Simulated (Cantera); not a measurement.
# Thermodynamics of metals in furnace atmospheres, feed Cu + CO2 + N2

Charge: 1 mol Cu, 6.9 mol CO2, 15 mol N2, equilibrated at 6.15 Torr.

These are equilibrium values from Cantera (NASA tables, ideal gas, pure condensed phases), not measurements of a reactor. Candidate condensed phases: C, Cu, CuO, Cu2O; 27 gas species. Rates play no part.

```
T (K)   x N2  x CO2     x Cu     x CO  n Cu(l)
-----  -----  -----  -------  -------  -------
1623   0.679  0.310  0.00677  0.00262    0.850
1648   0.677  0.308  0.00963  0.00322    0.786
1673   0.674  0.306   0.0136  0.00393    0.698
1698   0.670  0.304   0.0189  0.00476    0.576
1723   0.665  0.300   0.0260  0.00573    0.411
1748   0.658  0.296   0.0355  0.00684    0.187
1773   0.652  0.292   0.0433  0.00812        0
```
x: gas mole fraction; n: condensed amount in mol.

From 1623 K to 1748 K the condensed part is Cu(l). At 1773 K nothing is condensed. The main Cu-bearing gas is Cu throughout. The share of Cu in condensed phases is highest at 1623 K (85.0 %) and lowest at 1773 K (0.0 %).
